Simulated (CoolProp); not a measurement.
Properties of n-perfluorohexane along the isotherm 450 K (Tc = 448.0 K, pc = 17.42 bar, ω = 0.497).

The numbers come from the reference Helmholtz-energy equation of state, Gao 2022 in CoolProp.

| p (bar) | phase | density (kg/m³) | Joule-Thomson coefficient (K/MPa) | isothermal compressibility (1/MPa) | expansivity (1/kK) |
|---|---|---|---|---|---|
| 0.0826 | gas | 0.7475 | 7.758 | 121.3 | 2.235 |
| 0.139 | gas | 1.259 | 7.772 | 72.14 | 2.244 |
| 0.235 | gas | 2.133 | ___ | 42.75 | 2.259 |
| 0.397 | gas | 3.615 | 7.836 | 25.39 | 2.286 |
| 0.67 | gas | 6.136 | 7.906 | 15.13 | 2.331 |
| 1.13 | gas | 10.45 | 8.028 | 9.059 | 2.411 |
| 1.91 | gas | 17.95 | 8.247 | 5.453 | 2.556 |
| 3.22 | gas | 31.18 | ___ | ___ | ___ |
| 5.44 | gas | 55.69 | ___ | 2.107 | 3.439 |
| 9.17 | gas | ___ | 11.52 | 1.451 | 5.130 |
| 15.5 | gas | 254.3 | 20.70 | 1.627 | 18.74 |
| 26.1 | supercritical | 1028 | 2.438 | 0.1160 | 10.24 |

**Question.** Complete the blanks.

**Answer.** 
- 0.235, Joule-Thomson coefficient (K/MPa): 7.796
- 3.22, Joule-Thomson coefficient (K/MPa): 8.653
- 3.22, isothermal compressibility (1/MPa): 3.340
- 3.22, expansivity (1/kK): 2.835
- 5.44, Joule-Thomson coefficient (K/MPa): 9.485
- 9.17, density (kg/m³): 105.4
